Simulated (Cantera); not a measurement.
## Stirred combustor or abatement burner

A perfectly stirred reactor is fed with CO : H2 : O2 : N2 = 1 : 0.065 : 0.333 : 1.25 (molar parts), at 760 Torr; it is adiabatic with a 300 K inlet, and is followed from long to short residence time, starting on the burning branch (τ in s: 0.15, 0.055, 0.02, 0.0073, 0.0027, 0.00098, 0.00036, 0.00013, 4.8e-05, 1.7e-05, 6.4e-06).

Detailed kinetics in Cantera: GRI-Mech 3.0 (53 species, 325 reactions).

```tsv
τ (s)	T (K)	x CO	x H2	x O2	x N2O	x NO	x CO2
0.15	2294	0.173	0.00287	0.00128	4.51e-8	0.000770	0.258
0.055	2267	0.175	0.00291	0.00250	5.93e-8	0.000806	0.254
0.020	2216	0.180	0.00301	0.00497	7.66e-8	0.000672	0.248
0.0073	2131	0.188	0.00320	0.00901	9.33e-8	0.000395	0.237
0.0027	2008	0.197	0.00344	0.0142	1.05e-7	0.000204	0.224
0.00098	1849	0.208	0.00361	0.0198	1.10e-7	0.000134	0.208
0.00036	1658	0.219	0.00349	0.0261	1.12e-7	9.43e-5	0.190
0.00013	1374	0.256	0.00352	0.0462	1.20e-7	2.56e-5	0.146
4.8e-5	300	0.378	0.0245	0.126	<1e-12	<1e-12	<1e-12
1.7e-5	300	0.378	0.0245	0.126	<1e-12	<1e-12	<1e-12
6.4e-6	300	0.378	0.0245	0.126	<1e-12	<1e-12	<1e-12
```
x: mole fraction; the columns are a selection and need not sum to one.
